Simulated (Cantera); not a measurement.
Input: 1 mol CH3SiH3, 0.07 mol C2H4, 300 mol H2, at 1650 °C and 0.100 bar.

These are equilibrium values from Cantera (NASA tables, ideal gas, pure condensed phases), not measurements of a reactor. Candidate condensed phases: C, C6H6, C7H8, C8H18, Si, SiC; 87 gas species. The feed counts by its element totals alone. The numbers say what is thermodynamically allowed, not how fast it happens.

Base state: H2 0.997, H 0.00298, C2H2 (acetylene) 0.000219, CH4 3.64e-5 (mole fractions); condensed: SiC(s).

**Question.** What changes in the equilibrium state with this change: temperature from 1650 °C to 975 °C?

**Answer.** 
```tsv
species	before	after
H2	0.997	1.000
CH4	3.64e-5	0.000462
H	0.00298	1.48e-6
C2H2 (acetylene)	0.000219	4.18e-8
SiC(s), mol	0.995	1.00
```

**Question.** What changes in the equilibrium state with this change: temperature from 1650 °C to 1852 °C?

**Answer.** 
| species | before | after |
|---|---|---|
| H2 | 0.997 | 0.988 |
| H | 0.00298 | 0.0114 |
| C2H2 (acetylene) | 0.000219 | 0.000413 |
| Si | 9.94e-6 | 0.000294 |
| Si2C | 1.94e-7 | 1.32e-5 |
| SiH | 2.57e-6 | 4.76e-5 |
| SiH2 | 3.93e-6 | 3.47e-5 |
| CH4 | 3.64e-5 | 1.52e-5 |
| SiC(s), mol | 0.995 | 0.875 |
Gases not in the tables: Si2H6 and higher silanes.
